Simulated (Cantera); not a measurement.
## Ammonia decomposition in nitride growth gas

An isothermal, constant-pressure homogeneous reactor starts with NH3 : N2 = 1 : 0.83 (molar parts), at 2098 K and 760 Torr.

Model: the gas-phase N/H chemistry of the illustrative SiF4/NH3 mechanism in the Surface Chemkin manual (1991), integrated in Cantera. Walls and surfaces, which speed up NH3 decomposition in real reactors, are not modelled.

| t (s) | x NH3 | x H | x N | x N2H4 | x N2H2 |
|---|---|---|---|---|---|
| 2.00e-6 | 0.546 | 1.06e-6 | 6.20e-12 | 8.55e-10 | 3.32e-9 |
| 1.25e-5 | 0.546 | 1.16e-6 | 2.05e-9 | 3.50e-8 | 2.24e-7 |
| 7.87e-5 | 0.543 | 4.52e-6 | 4.59e-8 | 5.57e-7 | 5.02e-6 |
| 0.000493 | 0.522 | 2.47e-5 | 3.00e-7 | 5.49e-7 | 5.75e-6 |
| 0.00309 | 0.415 | 0.000121 | 1.09e-6 | 3.02e-7 | 4.04e-6 |
| 0.0194 | 0.129 | 0.000520 | 1.62e-6 | 5.45e-8 | 9.25e-7 |
| 0.122 | 0.00157 | 0.00208 | 6.54e-7 | 7.64e-11 | 3.03e-9 |
| 0.763 | 8.17e-5 | 0.00224 | 4.20e-8 | <1e-12 | 1.12e-11 |
| 4.78 | 1.22e-5 | 0.00224 | 6.27e-9 | <1e-12 | 1.54e-12 |
| 30.0 | 4.64e-6 | 0.00224 | 2.39e-9 | <1e-12 | 1.35e-12 |
x: mole fraction; the columns are a selection and need not sum to one.

Equilibrium at this temperature and pressure: NH3 4.58e-6, H 0.00224, N 2.36e-9, N2H4 <1e-12, N2H2 1.35e-12 (gas phase only).
